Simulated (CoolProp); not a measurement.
Properties of ammonia along the isotherm 73.05 °C.

Values from CoolProp's reference Helmholtz-energy equation of state, Gao 2020.

```csv
p (MPa),phase,speed of sound (m/s),fugacity coefficient
2.03,gas,430.2,0.8831
4.06,liquid,963.6,0.6994
6.09,liquid,991.5,0.4771
8.12,liquid,1017,0.3660
10.1,liquid,1041,0.3008
12.2,liquid,1065,0.2549
14.2,liquid,1086,0.2239
16.2,liquid,1106,0.2006
18.3,liquid,1126,0.1816
20.3,liquid,1145,0.1673
22.3,liquid,1162,0.1556
24.4,liquid,1180,0.1455
26.4,liquid,1197,0.1373
28.4,liquid,1213,0.1304
```
